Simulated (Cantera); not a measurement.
Feed: 1 mol Al, 1.6 mol HCl, 0.43 mol H2, equilibrated at 975 K and 13.3 mbar.

Cantera equilibrium calculation (NASA polynomials, part measured and part estimated; ideal gas, pure solids and liquids). Candidate condensed phases: Al, AlCl3; 12 gas species. The tables' values for AlCl2 are old estimates; treat these amounts as uncertain. Rates play no part.

Base state: H2 0.676, AlCl3 0.274, AlCl 0.0417, AlCl2 0.00816, Al2Cl6 0.000142, HCl 7.42e-5 (mole fractions); condensed: Al(l).

What changes in the equilibrium state with this change: temperature from 975 K to 400 K?


```
species       before     after
----------  --------  --------
H2             0.676     0.822
Al2Cl6      0.000142     0.178
AlCl3          0.274  0.000201
AlCl          0.0417     <1e-9
AlCl2        0.00816     <1e-9
HCl          7.42e-5     <1e-9
Al(l), mol     0.411         0
Al(s), mol         0     0.467
```
